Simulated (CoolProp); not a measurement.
Vapour-liquid equilibrium of carbon dioxide (1) + CHF3 (R23) (2) at 29.1 bar; x and y are mole fractions of (1).

Values from CoolProp's multi-fluid Helmholtz-energy mixture model, Span 1996 and Penoncello 2003; pair parameters Bell 2016.

```csv
x,"bubble temperature, mixture model (K)","bubble temperature, Raoult's law (K)","y, mixture model","y, Raoult's law"
0.05,278.0,278.2,0.062,0.068
0.2,275.3,276.1,0.240,0.259
0.35,?,274.0,0.404,0.429
0.5,?,272.1,?,0.583
0.65,269.1,270.3,0.692,0.722
0.8,267.8,268.6,0.824,0.849
0.95,266.8,267.0,0.955,0.964
```

Task: Fill in the missing entries.

Result: 
- 0.35, bubble temperature, mixture model (K): 272.9
- 0.5, bubble temperature, mixture model (K): 270.9
- 0.5, y, mixture model: 0.554

The largest gap from Raoult's law is -1.2 K in bubble temperature, at x = 0.5. No azeotrope shows between x = 0.05 and 0.95.

The pair parameters rest on a limited set of measurements; away from them the model extrapolates.
